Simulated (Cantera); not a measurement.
# Carbon deposition, reforming and gasification: CH3OH + CO2

Charge: 1 mol CH3OH, a varied amount of CO2, held at 2948 K and 133 Pa.

Cantera equilibrium calculation (NASA polynomials, part measured and part estimated; ideal gas, pure solids and liquids). Candidate condensed phases: C, C6H6, C7H8, C8H18, H2O; 110 gas species. Rates play no part.

| n(CO2) (mol) | log p H | log p CO | log p O | log p H2 | log p OH |
|---|---|---|---|---|---|
| 0.058 | -3.01 | -3.54 | -4.85 | -4.28 | -5.91 |
| 0.095 | -3.02 | -3.53 | -4.64 | -4.29 | -5.71 |
| 0.15 | -3.03 | -3.52 | -4.45 | -4.31 | -5.53 |
| 0.25 | -3.04 | -3.50 | -4.25 | -4.34 | -5.34 |
| 0.41 | -3.07 | -3.48 | -4.06 | -4.39 | -5.17 |
| 0.67 | -3.10 | -3.44 | -3.89 | -4.46 | -5.03 |
| 1.1 | -3.16 | -3.40 | -3.73 | -4.57 | -4.93 |
| 1.8 | -3.23 | -3.35 | -3.59 | -4.72 | -4.87 |
log p: log10 of the partial pressure in bar; nothing condenses.

From 0.058 mol CO2 to 1.8 mol CO2 nothing is condensed. The main C-bearing gas is CO throughout.
